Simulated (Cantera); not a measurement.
A perfectly stirred reactor is fed with H₂ : O₂ : N₂ : H₂O = 1 : 0.312 : 1.34 : 0.059 (molar parts), equivalence ratio 1.6, at 2.10 bar; it is adiabatic with a 548 K inlet, and is followed from long to short residence time, starting on the burning branch (τ in s: 0.35, 0.16, 0.069, 0.03, 0.013, 0.0059, 0.0026, 0.0011, 0.0005, 0.00022, 9.8e-05, 4.3e-05, 1.9e-05).

Detailed kinetics in Cantera: the H2/O2 subset of GRI-Mech 3.0, which has no nitrogen chemistry. The hydrogen kinetics of GRI-Mech 3.0 are dated; newer H2 mechanisms differ, most at raised pressure.

### Question
What does this change do: O2 0.312 to 0.23 parts?

### Answer
| quantity | before | after |
|---|---|---|
| blow-out, bracketed by the residence times tried | burning at 19.0 µs, the shortest tried | burning at 19.0 µs, the shortest tried |
| x(H₂) at τ = 0.350 s | 0.156 | 0.225 |
| x(O₂) at τ = 0.350 s | 8.90e-6 | 1.34e-5 |
| x(H₂O) at τ = 0.350 s | 0.284 | 0.216 |
| x(H₂O₂) at τ = 0.350 s | 3.90e-9 | 1.11e-9 |
| x(H) at τ = 0.350 s | 0.00222 | 0.000826 |
| x(H₂) at τ = 2.60 ms | 0.153 | 0.220 |
| x(O₂) at τ = 2.60 ms | 0.000229 | 0.000196 |
| x(H₂O) at τ = 2.60 ms | 0.280 | 0.214 |
| x(H₂O₂) at τ = 2.60 ms | 5.81e-8 | 3.80e-8 |
| x(H) at τ = 2.60 ms | 0.00977 | 0.00848 |

### Question
What does this change do: N2 1.34 to 1 parts?

### Answer
```tsv
quantity	before	after
blow-out, bracketed by the residence times tried	burning at 19.0 µs, the shortest tried	burning at 19.0 µs, the shortest tried
x(H₂) at τ = 0.350 s	0.156	0.180
x(O₂) at τ = 0.350 s	8.90e-6	3.61e-5
x(H₂O) at τ = 0.350 s	0.284	0.328
x(H₂O₂) at τ = 0.350 s	3.90e-9	1.78e-8
x(H) at τ = 0.350 s	0.00222	0.00593
x(H₂) at τ = 2.60 ms	0.153	0.178
x(O₂) at τ = 2.60 ms	0.000229	0.000249
x(H₂O) at τ = 2.60 ms	0.280	0.324
x(H₂O₂) at τ = 2.60 ms	5.81e-8	6.41e-8
x(H) at τ = 2.60 ms	0.00977	0.0119
```
